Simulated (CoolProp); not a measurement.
R245ca at several states: density (kg/m³) from the reference equation and from simpler models built on Tc = 447.6 K, pc = 3.941 MPa, ω = 0.355; each cubic takes its own stable root.

Computed with CoolProp (reference Helmholtz-energy equation of state, Zhou 2016).

| T (K) | p (MPa) | phase | reference |
|---|---|---|---|
| 440.5 | 0.192 | gas | 7.159 |
| 443 | 0.179 | gas | 6.625 |
| 416.1 | 0.367 | gas | 14.87 |
| 311.7 | 0.278 | liquid | 1353 |
| 327.8 | 0.0396 | gas | 1.969 |

How far does each simpler model (van der Waals, Redlich-Kwong, Soave-Redlich-Kwong, Peng-Robinson) lie from the reference over these 5 states: mean and median of the absolute difference, and the worst?


- van der Waals: mean 20.2 %, median 0.5 %, worst -98.9 % at 311.7 K and 0.278 MPa
- Redlich-Kwong: mean 19.9 %, median 0.3 %, worst -98.9 % at 311.7 K and 0.278 MPa
- Soave-Redlich-Kwong: mean 1.7 %, median 0.2 %, worst -7.8 % at 311.7 K and 0.278 MPa
- Peng-Robinson: mean 1.0 %, median 0.1 %, worst +4.3 % at 311.7 K and 0.278 MPa

At some of these states van der Waals, Redlich-Kwong gives the other phase, because its saturation line lies elsewhere.
